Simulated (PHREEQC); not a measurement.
A solution holds 0.0043 mol/kgw HF, 0.007 mol/kgw Na2CO3 and 0.057 mol/kgw NaCl, at 75 °C and 500 atm. Closed to the air; pH follows from the charge balance.

Computed with PHREEQC (ion-association model, phreeqc.dat).

Q: The ionic strength comes out as 0.0692 mol/kgw. What activity coefficients do Cl-, Na+, CO3-2, F-, HCO3- get?

A: Cl- 0.78, Na+ 0.79, CO3-2 0.41, F- 0.78, HCO3- 0.80.

Precipitation was switched off in this run. Under pressure, the constants of complexes without a molar volume in the database are unreliable. Constants without temperature data keep their 25 °C values here.
